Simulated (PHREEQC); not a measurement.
Solution (25 °C): 0.00022 mol LiF, 0.0041 mol Cu(BF4)2 and 4.6e-05 mol KOH per kg of water. Closed to the air; pH follows from the charge balance.

Equilibrium calculation in PHREEQC: ion-association model, phreeqc.dat.

No solid was allowed to form.

Problem. Predict the pH, ionic strength.

Solution. pH 2.98; ionic strength 0.0135 mol/kgw.

Problem. In which forms is B present?

Solution. BF4- 75 %, H3BO3 14 %, BF3OH- 8.1 %, BF2(OH)2- 3.3 % of the B.

Real BF4- forms and hydrolyses slowly; the run takes it at equilibrium.
